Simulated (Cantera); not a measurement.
Gas mixture: C₂H₄ : CO₂ = 0.61 : 0.27 (molar parts), at 9.87 atm, frozen composition.

Cantera's kinetic-theory transport with the Lennard-Jones parameters of GRI-Mech 3.0, ideal gas; thermal conductivity in the multicomponent form.

One state of this run: ρ (kg/m³) = 4.40; cp (J/kg/K) = 2362; μ (µPa s) = 30.2; λ (mW/m/K) = 95.8; Pr = 0.744; D (cm²/s) C₂H₂ = 0.0936; D (cm²/s) CH₄ = 0.124; D (cm²/s) CO₂ = 0.0896. D: mixture-averaged diffusion coefficient of that species in the mixture.

Question: Which value of T (K) does it belong to?
A. 700
B. 800
C. 900
D. 500

Answer: C, 900
